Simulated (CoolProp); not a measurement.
Properties of octamethyltrisiloxane (MDM) along the isotherm 575 K (Tc = 565.4 K, pc = 1.438 MPa, ω = 0.528).

The numbers come from the reference Helmholtz-energy equation of state, Thol 2017 in CoolProp.

```json
[
 {"p (MPa)": "0.27", "phase": "gas", "density (kg/m³)": "14.23", "cv (kJ/(kg K))": "2.066", "isothermal compressibility (1/MPa)": "3.959"},
 {"p (MPa)": "0.539", "phase": "gas", "density (kg/m³)": "30.65", "cv (kJ/(kg K))": "2.077", "isothermal compressibility (1/MPa)": "2.167"},
 {"p (MPa)": "0.809", "phase": "gas", "density (kg/m³)": "50.61", "cv (kJ/(kg K))": "2.091", "isothermal compressibility (1/MPa)": "1.638"},
 {"p (MPa)": "1.08", "phase": "gas", "density (kg/m³)": "76.86", "cv (kJ/(kg K))": "2.110", "isothermal compressibility (1/MPa)": "1.495"},
 {"p (MPa)": "1.35", "phase": "gas", "density (kg/m³)": "117.4", "cv (kJ/(kg K))": "2.138", "isothermal compressibility (1/MPa)": "1.741"},
 {"p (MPa)": "1.62", "phase": "supercritical", "density (kg/m³)": "236.6", "cv (kJ/(kg K))": "2.187", "isothermal compressibility (1/MPa)": "4.437"},
 {"p (MPa)": "1.89", "phase": "supercritical", "density (kg/m³)": "375.4", "cv (kJ/(kg K))": "2.161", "isothermal compressibility (1/MPa)": "0.4888"},
 {"p (MPa)": "2.16", "phase": "supercritical", "density (kg/m³)": "409.4", "cv (kJ/(kg K))": "2.150", "isothermal compressibility (1/MPa)": "0.2215"}
]
```
